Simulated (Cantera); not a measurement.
Cantera run:

```python
import numpy as np
import cantera as ct

gas_names = """
    H HO2 H2 H2O H2O2 O OH O2 O3 V VO VO2
""".split()
cond_names = """
    H2O(s) H2O(L) V(cr) V(L) VO(s) VO(L) V2O3(s) V2O3(L) V2O4(I) V2O4(II) V2O4(L) V2O5(s) V2O5(L)
""".split()


def load(file, names, dense=False):
    # The tables refer to 1 bar. Condensed volumes are neglected.
    table = {s.name: s for s in ct.Species.list_from_file(file)}
    out = []
    for n in names:
        d = dict(table[n].input_data)
        d["thermo"] = dict(d["thermo"], **{"reference-pressure": 1e5})
        if dense:
            d["equation-of-state"] = {"model": "constant-volume", "density": "1e6 g/cm^3"}
        out.append(ct.Species.from_dict(d))
    return out


gas = ct.Solution(thermo="ideal-gas", species=load("nasa_gas.yaml", gas_names))
cond = {s.name: ct.Solution(thermo="fixed-stoichiometry", species=[s], name=s.name)
        for s in load("nasa_condensed.yaml", cond_names, dense=True)}
atoms = {
    'V2O3': {'V': 2, 'O': 3},
    'H2': {'H': 2},
}
top_T = {}  # K; cautious upper limits of use, not melting points


def equilibrate(T, P, feed):
    n = {}
    for name, mol in feed.items():
        for a, k in atoms[name].items():
            n[a] = n.get(a, 0.0) + k * mol
    gas.TPX = T, P, n
    mass = sum(n.values()) * gas.mean_molecular_weight
    gas.equilibrate("TP")
    valid = [c for c in cond.values() if c.min_temp <= T <= top_T.get(c.name, c.max_temp)]
    mix = ct.Mixture([(gas, mass / gas.mean_molecular_weight)] + [(c, 0.0) for c in valid])
    mix.T, mix.P = T, P
    mix.equilibrate("TP", solver="vcs", rtol=1e-11, max_steps=5000)
    return mix


results = []
feed = {'V2O3': 1, 'H2': 25}  # mol
P = 15  # Pa
for T in [1200, 1300, 1400, 1500, 1600, 1700, 1800, 1900, 2000, 2100]:
    mix = equilibrate(T, P, feed)
    results.append((T, P, feed, dict(zip(mix.species_names, mix.species_moles))))
    x = sorted(zip(gas.X, gas.species_names), reverse=True)
    print(f"T = {T:g} K  P = {P:g} Pa  gas = {mix.phase_moles(0):.4g} mol")
    print("   x: " + "  ".join(f"{s} {v:.3e}" for v, s in x if v > 0.001))
    print("   condensed (mol): " + ("  ".join(f"{mix.phase(i).name} {mix.phase_moles(i):.4g}"
          for i in range(1, mix.n_phases) if mix.phase_moles(i) > 1e-12) or "none"))
```

Result:

```
T = 1200 K  P = 15 Pa  gas = 25 mol
   x: H2 9.995e-01
   condensed (mol): VO(s) 0.02253  V2O3(s) 0.9887
T = 1300 K  P = 15 Pa  gas = 25 mol
   x: H2 9.989e-01  H2O 1.008e-03
   condensed (mol): VO(s) 0.05042  V2O3(s) 0.9748
T = 1400 K  P = 15 Pa  gas = 25 mol
   x: H2 9.976e-01  H2O 2.006e-03
   condensed (mol): VO(s) 0.1003  V2O3(s) 0.9498
T = 1500 K  P = 15 Pa  gas = 25.02 mol
   x: H2 9.949e-01  H2O 3.632e-03  H 1.434e-03
   condensed (mol): VO(s) 0.1818  V2O3(s) 0.9091
T = 1600 K  P = 15 Pa  gas = 25.06 mol
   x: H2 9.895e-01  H2O 6.081e-03  H 4.416e-03
   condensed (mol): VO(s) 0.3056  V2O3(s) 0.8467
T = 1700 K  P = 15 Pa  gas = 25.16 mol
   x: H2 9.782e-01  H 1.190e-02  H2O 9.516e-03
   condensed (mol): VO(s) 0.4869  V2O3(s) 0.7513
T = 1800 K  P = 15 Pa  gas = 25.45 mol
   x: H2 9.542e-01  H 2.856e-02  H2O 1.396e-02  VO2 2.809e-03
   condensed (mol): VO(s) 0.7726  V2O3(s) 0.5727
T = 1900 K  P = 15 Pa  gas = 26.33 mol
   x: H2 8.996e-01  H 6.146e-02  H2O 1.895e-02  VO2 1.729e-02  VO 2.527e-03
   condensed (mol): VO(s) 1.391  V2O3(s) 0.04332
T = 2000 K  P = 15 Pa  gas = 27.85 mol
   x: H2 8.292e-01  H 1.209e-01  VO2 2.846e-02  VO 1.295e-02  H2O 7.861e-03
   condensed (mol): VO(s) 0.8314
T = 2100 K  P = 15 Pa  gas = 30.26 mol
   x: H2 7.144e-01  H 2.150e-01  VO2 3.178e-02  VO 3.114e-02  H2O 4.264e-03  V 3.181e-03
   condensed (mol): none
```

Method: chemical equilibrium by Gibbs-energy minimisation in Cantera with the NASA 1993 tables (ideal gas, pure condensed phases). Mutual solubility and eutectic melting of coexisting phases are not modelled. VO: taken at fixed stoichiometry. Condensed phases not in the tables: the oxides between V2O3 and V2O5 other than VO2.
